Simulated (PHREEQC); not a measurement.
A solution holds 0.26 mol/kgw LiCl, 0.0095 mol/kgw K2SO4 and 0.00051 mol/kgw MgCl2, at 50 °C. It is in equilibrium with CO2 at log p = 0 (atm). Otherwise closed; pH follows from the charge balance.

Model: ion-association model, wateq4f.dat, run in PHREEQC.

```csv
quantity,before,after
pH,4.04,4.02
SO4-2 (mol/kgw),0.00707,0.00168
Mg+2 (mol/kgw),0.000423,8.97e-5
KSO4- (mol/kgw),0.000316,2.78e-5
HCO3- (mol/kgw),0.000155,0.000129
SI of Epsomite (MgSO4:7H2O),-4.71,-5.56
SI of Magnesite (MgCO3),-5.60,-6.15
```

Q: Name the change that produced these shifts.
(A) LiCl left out
(B) diluted 5-fold with water
(C) 0.053 mol/kgw ZnCl2 added
(D) 0.37 mol/kgw Na2SO4 added
(E) temperature from 50 to 70 °C

A: B, diluted 5-fold with water

Precipitation was switched off in this run. Constants without temperature data keep their 25 °C values here.
